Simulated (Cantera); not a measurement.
Charge: 1 mol Ti(NMe2)4, 2.4 mol O2, 7.1 mol H2O, at 1150 K and 650 Pa.

These are equilibrium values from Cantera (NASA tables, ideal gas, pure condensed phases), not measurements of a reactor. Candidate condensed phases: C, C6H6, C7H8, C8H18, H2O, Ti, TiC, TiN, TiO, TiO2, Ti2O3, Ti3O5, Ti4O7; 139 gas species. The feed counts by its element totals alone. The numbers say what is thermodynamically allowed, not how fast it happens.

Base state: H2 0.608, CO 0.258, N2 0.0687, H2O 0.0481, CO2 0.0172 (mole fractions); condensed: TiO2(rutile).

What changes in the equilibrium state with this change: temperature from 1150 K to 2073.15 K?


```
species             before     after
-----------------  -------  --------
H2                   0.608     0.569
CO                   0.258     0.265
N2                  0.0687    0.0679
H                  7.22e-7    0.0246
H2O                 0.0481    0.0662
CO2                 0.0172   0.00636
TiO2                 <1e-9   7.31e-5
OH                   <1e-9  0.000326
TiO                  <1e-9   1.07e-5
O                    <1e-9   1.01e-5
TiO2(rutile), mol     1.00         0
Ti4O7(l), mol            0     0.249
```
Condensed phases not in the tables: Magnéli phases beyond Ti4O7.
